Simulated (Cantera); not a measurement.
A closed system holds: 1 mol B2H6, 5 mol H2O, 0.45 mol H2, held at 2325 K and 10000 Pa.

Cantera equilibrium calculation (NASA polynomials, part measured and part estimated; ideal gas, pure solids and liquids). The feed counts by its element totals alone. Equilibrium is a limit: real reactors are often held back by kinetics, nucleation or transport.

| species | before | after |
|---|---|---|
| H2O | 0.142 | 0.608 |
| HBO2 | 0.144 | 0.260 |
| H2 | 0.646 | 0.0798 |
| OH | 0.00102 | 0.0125 |
| H | 0.0280 | 0.00983 |
| B2O3 | 0.0239 | 0.0182 |
| O2 | 2.75e-6 | 0.00331 |
| B2O2 | 0.000258 | 5.64e-6 |
| O | 3.01e-5 | 0.00104 |
| HBO | 0.00963 | 0.000501 |
| BO | 0.00459 | 0.000678 |
| BO2 | 0.00125 | 0.00643 |
Gas species are given as mole fractions.

### Question
Name the change that produced these shifts.
(A) H2O from 5 to 0.2 mol
(B) pressure from 10000 Pa to 2300 Pa
(C) H2O from 5 to 0.16 mol
(D) B2H6 replaced by B2O3

### Answer
D, B2H6 replaced by B2O3
